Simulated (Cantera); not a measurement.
A Cantera script and what it prints.

```python
import numpy as np
import cantera as ct

gas_names = [...]  # 151 gases of nasa_gas.yaml made of C, H, N, O, Si
cond_names = """
    C(gr) C6H6(L) C7H8(L) C8H18(L),n-octa H2O(s) H2O(L) Si(cr) Si(L) SiC(b) SiO2(Lqz) SiO2(hqz) SiO2(L)
    Si2N2O(s) Si3N4(a)
""".split()


# ... load() reads the species with a 1 bar reference pressure and builds the phases ...
atoms = {
    'Si': {'Si': 1},
    'N2O': {'N': 2, 'O': 1},
    'H2': {'H': 2},
    'CO2': {'C': 1, 'O': 2},
}
top_T = {'C(gr)': 4500, 'SiC(b)': 3050, 'Si2N2O(s)': 2100, 'Si3N4(a)': 2400}  # K; cautious upper limits of use, not melting points


# ... equilibrate(T, P, feed) seeds the gas with the atoms and calls Mixture.equilibrate('TP', solver="vcs", rtol=1e-11, max_steps=5000) ...
results = []
feed = {'Si': 1, 'N2O': 0.14, 'H2': 18, 'CO2': 0.038}  # mol
P = 230  # Pa
for T in [975, 1050, 1125, 1200, 1275, 1350, 1425, 1500, 1575]:
    mix = equilibrate(T, P, feed)
    results.append((T, P, feed, dict(zip(mix.species_names, mix.species_moles))))

top = {s: max(r[3][s] / sum(r[3][g] for g in gas_names) for r in results) for s in gas_names}
cols = sorted((s for s in top if top[s] > 0.001), key=lambda s: -top[s])[:9]
seen = [c for c in cond_names if any(r[3].get(c, 0) > 1e-12 for r in results)]
print("log10 of partial pressures in bar; condensed amounts in mol")
print(f"{'T/K':>10s}" + "".join(f"{s[:9]:>10s}" for s in cols + seen))
for T, P, feed, n in results:
    ng = sum(n[g] for g in gas_names)
    print(f"{T:10.4g}" + "".join(f"{np.log10(max(n[s] / ng * P / 1e5, 1e-99)):10.3f}" for s in cols)
          + "".join(f"{n.get(c, 0):10.4g}" for c in seen))
```

It prints:

```
log10 of partial pressures in bar; condensed amounts in mol
       T/K        H2       SiO        N2    Si(cr)    SiC(b) SiO2(hqz) Si2N2O(s)
       975    -2.638    -9.749   -16.214     0.644     0.038     0.038      0.14
      1050    -2.638    -8.421   -14.345     0.644     0.038   0.03799      0.14
      1125    -2.638    -7.272   -12.729    0.6438     0.038   0.03779      0.14
      1200    -2.638    -6.271   -11.317    0.6419   0.03797   0.03589      0.14
      1275    -2.639    -5.389   -10.074    0.6285   0.03767   0.02183      0.14
      1350    -2.640    -5.021    -8.558    0.6082   0.03689         0      0.14
      1425    -2.640    -5.018    -6.879    0.6101   0.03646         0     0.139
      1500    -2.641    -4.901    -5.486     0.637   0.03531         0    0.1143
      1575    -2.647    -4.583    -4.756    0.7601   0.03064         0         0
```

Cantera equilibrium calculation (NASA polynomials, part measured and part estimated; ideal gas, pure solids and liquids). Mutual solubility and eutectic melting of coexisting phases are not modelled. The tables hold silica as quartz up to 1696 K and as liquid above; real silica turns to tridymite and cristobalite and melts near 1996 K.
